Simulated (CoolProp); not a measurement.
Vapour-liquid equilibrium of R125 (1) + R227EA (2) at -36.25 °C; x and y are mole fractions of (1).

Model: multi-fluid Helmholtz-energy mixture model, Lemmon 2005 and Lemmon 2016; pair parameters Bell 2016, in CoolProp.

Question: Give the bubble pressure and the first vapour's composition at x = 0.65, 0.85, 0.95. Is there an azeotrope?

Answer: x = 0.65: 0.1272 MPa, y = 0.885; x = 0.85: 0.1544 MPa, y = 0.958; x = 0.95: 0.1682 MPa, y = 0.987. No azeotrope shows between x = 0.05 and 0.95.

The pair parameters rest on a limited set of measurements; away from them the model extrapolates.
